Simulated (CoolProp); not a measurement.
A single-stage vapour-compression cycle with trans-2-butene: evaporating at 237.15 K (dew point), condensing at 296.15 K (bubble point), superheat 5 K, subcooling 8 K, compressor efficiency 0.8, no pressure losses. Each further row changes one setting.

Model: reference Helmholtz-energy equation of state, Lemmon 2005, in CoolProp. It is a short technical equation, of lower accuracy than the large ones.

| case | cooling COP | pressure ratio | discharge temperature (K) | refrigerating effect (kJ/kg) | volumetric capacity (kJ/m³) |
|---|---|---|---|---|---|
| as stated | 2.75 | 11.4 | 326.5 | 333 | 180 |
| evaporating temperature 242.15 K | 3.13 | 8.82 | ___ | 339 | ___ |
| condensing temperature 291.15 K | 3.07 | ___ | ___ | 344 | 187 |
| subcooling 13 K | 2.84 | 11.4 | 326.5 | 344 | 187 |
| superheat 15 K | 2.75 | 11.4 | ___ | 347 | 180 |
| compressor efficiency 0.7 | 2.41 | 11.4 | ___ | 333 | 180 |

**Question.** Fill in the missing entries.

**Answer.** 
- evaporating temperature 242.15 K, discharge temperature (K): 323.0
- evaporating temperature 242.15 K, volumetric capacity (kJ/m³): 234
- condensing temperature 291.15 K, pressure ratio: 9.71
- condensing temperature 291.15 K, discharge temperature (K): 320.6
- superheat 15 K, discharge temperature (K): 337.4
- compressor efficiency 0.7, discharge temperature (K): 336.4
